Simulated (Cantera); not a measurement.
Charge: 1 mol borazine, 6.1 mol H₂, equilibrated at 1398 K and 14000 Pa.

These are equilibrium values from Cantera (NASA tables, ideal gas, pure condensed phases), not measurements of a reactor. Candidate condensed phases: B, BN; 15 gas species. The feed counts by its element totals alone. Kinetics and transport are ignored.

Base state: H₂ 1.000, H 1.26e-5 (mole fractions); condensed: BN(s).

Q: What changes in the equilibrium state with this change: temperature from 1398 K to 2075 K?

A: 
```csv
species,before,after
H₂,1.000,0.990
H,1.26e-5,0.00708
N₂,2.19e-7,0.00247
BH₂,3.11e-7,0.000701
BH₃,1.33e-7,1.59e-5
"BN(s), mol",3.00,2.95
"B(s), mol",0,0.0387
```
Mutual solubility and eutectic melting of coexisting phases are not modelled. The tables' values for BH₂ are old estimates; treat these amounts as uncertain. Gases not in the tables: B₂H₆ and higher boranes.

Q: What changes in the equilibrium state with this change: temperature from 1398 K to 1975 K?

A: 
```tsv
species	before	after
H₂	1.000	0.995
H	1.26e-5	0.00365
N₂	2.19e-7	0.000576
BH₂	3.11e-7	0.000403
BH₃	1.33e-7	1.25e-5
BN(s), mol	3.00	2.99
B(s), mol	0	0.00671
```
Mutual solubility and eutectic melting of coexisting phases are not modelled. The tables' values for BH₂ are old estimates; treat these amounts as uncertain. Gases not in the tables: B₂H₆ and higher boranes.
